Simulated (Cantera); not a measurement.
Input: 1 mol Pb, 0.36 mol N₂, at 1100 K and 10.0 mbar.

Equilibrium computed with Cantera from the NASA thermochemical tables; the gas is ideal and each condensed phase is pure. Candidate condensed phases: Pb; 4 gas species. The numbers say what is thermodynamically allowed, not how fast it happens.

Question: What is the equilibrium state?

Answer: x(N₂): 0.988
x(Pb): 0.0121
n(Pb(l)): 0.996 mol
gas amount: 0.3644 mol
